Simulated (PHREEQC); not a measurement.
Consider water at 25 °C with 0.011 mol/kgw HCl, 0.00013 mol/kgw FeCl3 and 4.6e-05 mol/kgw KNO3. Closed to the air; pH follows from the charge balance.

Model: ion-association model, phreeqc.dat, run in PHREEQC.

```json
{
  "pH": "2.00",
  "ionic_strength": "0.0117 mol/kgw",
  "specific_conductance": "4390 µS/cm",
  "total_alkalinity": "-11.3 meq/kg"
}
```

```csv
species,molality,activity,log γ
Cl-,0.0114,0.0102,-0.049
H+,0.0110,0.0100,-0.042
Fe+3,7.96e-5,3.34e-5,-0.376
K+,4.60e-5,4.11e-5,-0.049
NO3-,4.60e-5,4.10e-5,-0.050
FeOH+2,3.32e-5,2.15e-5,-0.187
FeCl+2,1.58e-5,1.03e-5,-0.187
Fe(OH)2+,7.91e-7,7.11e-7,-0.046
FeCl2+,5.20e-7,4.67e-7,-0.047
Fe2(OH)2+4,7.32e-8,1.25e-8,-0.768
```

No solid was allowed to form. Saturation is exceeded, for instance for Hematite (slow to form), Goethite (slow to form); the values hold only as long as no solid forms.
